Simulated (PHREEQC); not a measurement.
# Ultrapure water in contact with air or piping (model solution)

A made-up water analysis in mg/kgw, 20 °C, pH 5.77, pe 8.2:

```
constituent           mg/kgw
------------------  --------
Na                     0.256
K                       0.07
Ca                     0.163
Mg                    0.0997
Cl                    0.0328
S(6) as SO4            0.225
Alkalinity as HCO3      1.52
Pb                    0.0115
Ba                    0.0033
Li                   0.00058
Cd                    0.0216
Si as SiO2          0.000651
```

Valence states are taken as typed.

Model: ion-association model, wateq4f.dat, run in PHREEQC.

No solid was allowed to form.

Problem. Predict the charge-balance error.

Solution. charge-balance error -1.0 %.

Problem. In which forms is Pb present?

Solution. Pb+2 96 %, PbHCO3+ 2.0 %, PbOH+ 1.1 %, PbCO3 1.1 % of the Pb.

Complexes and solids missing from the database can't appear.
